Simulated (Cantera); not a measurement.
Cantera run, input and output.

```python
import numpy as np
import cantera as ct

gas = ct.Solution("gri30.yaml")
gas.TPX = 548, 180000, {'CH4': 1, 'O2': 2, 'N2': 7.52, 'H2O': 0.82}
flame = ct.FreeFlame(gas, width=0.027)
flame.set_refine_criteria(ratio=3, slope=0.08, curve=0.16)
flame.transport_model = "mixture-averaged"
flame.solve(loglevel=0, auto=True)
z, T = flame.grid, flame.T
thick = (T[-1] - T[0]) / np.gradient(T, z).max()
show = ['CH4', 'O2', 'C2H6', 'HCO', 'HO2', 'CH2']
print(f"laminar burning velocity  {flame.velocity[0] * 100:.3f} cm/s")
print(f"burnt temperature         {T[-1]:.1f} K")
print(f"thermal thickness         {thick * 1e3:.4f} mm")
print(f"grid points               {len(z)}")
z0 = z[flame.heat_release_rate.argmax()]
print(f"{'z/mm':>9s}{'T/K':>9s}{'u/(m/s)':>9s}" + "".join(f"{s:>11s}" for s in show))
rows = []
for k in (-3, -2, -1.5, -1, -0.5, -0.25, 0, 0.25, 0.5, 1, 2, 4, 8):
    zz = z0 + k * thick
    rows.append([k * thick, np.interp(zz, z, T), np.interp(zz, z, flame.velocity),
                 *(np.interp(zz, z, flame.X[gas.species_index(s)]) for s in show)])
    print(f"{rows[-1][0] * 1e3:9.3f}{rows[-1][1]:9.1f}{rows[-1][2]:9.3f}" + "".join(f"{x:11.3e}" for x in rows[-1][3:]))
```

Result:

```
laminar burning velocity  67.945 cm/s
burnt temperature         2261.7 K
thermal thickness         0.2776 mm
grid points               144
     z/mm      T/K  u/(m/s)        CH4         O2       C2H6        HCO        HO2        CH2
   -0.833    548.2    0.680  8.808e-02  1.762e-01  2.740e-08  2.227e-18  6.803e-08  3.957e-19
   -0.555    550.8    0.685  8.772e-02  1.757e-01  5.885e-07  6.787e-15  8.935e-07  1.012e-15
   -0.416    561.1    0.699  8.681e-02  1.747e-01  4.269e-06  6.249e-13  4.495e-06  7.410e-14
   -0.278    626.9    0.785  8.220e-02  1.695e-01  4.890e-05  1.869e-10  3.118e-05  1.871e-11
   -0.139   1004.1    1.273  5.801e-02  1.373e-01  5.907e-04  2.860e-07  1.476e-04  4.964e-08
   -0.069   1395.9    1.783  3.167e-02  9.809e-02  8.326e-04  6.990e-06  1.703e-04  3.477e-06
    0.000   1771.1    2.273  6.771e-03  5.237e-02  9.247e-05  2.891e-05  8.853e-05  4.135e-05
    0.069   1926.2    2.464  3.395e-04  2.760e-02  2.274e-07  7.701e-06  1.848e-05  1.036e-05
    0.139   1981.6    2.523  8.218e-06  1.997e-02  1.282e-10  3.325e-07  1.030e-05  3.629e-07
    0.278   2047.9    2.593  8.280e-09  1.553e-02  3.791e-16  3.366e-08  6.882e-06  4.745e-10
    0.555   2119.0    2.672  1.978e-13  1.225e-02  1.144e-22  1.585e-08  4.223e-06  1.589e-14
    1.111   2181.2    2.740  2.051e-16  9.378e-03  1.463e-28  6.734e-09  2.403e-06  1.014e-16
    2.221   2223.8    2.786  1.072e-16  7.252e-03  7.456e-29  3.001e-09  1.453e-06  4.188e-17
```

Computed with Cantera and GRI-Mech 3.0 (53 species, 325 reactions). Burning velocities carry a grid error of a few per cent, more on coarse grids.
